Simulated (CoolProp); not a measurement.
Vapour-liquid equilibrium of propylene (1) + R22 (2) at -0.45 °C; x and y are mole fractions of (1).

Values from CoolProp's multi-fluid Helmholtz-energy mixture model, Lemmon 2013 and Kamei 1995; pair parameters Bell 2016.

**Question.** Give the bubble pressure and the first vapour's composition at x = 0.05, 0.2, 0.8. Is there an azeotrope?

**Answer.** x = 0.05: 505.1 kPa, y = 0.073; x = 0.2: 539.6 kPa, y = 0.255; x = 0.8: 588.7 kPa, y = 0.795. y crosses x between x = 0.65 and 0.8: the model has an azeotrope there.

The pair parameters rest on a limited set of measurements; away from them the model extrapolates.
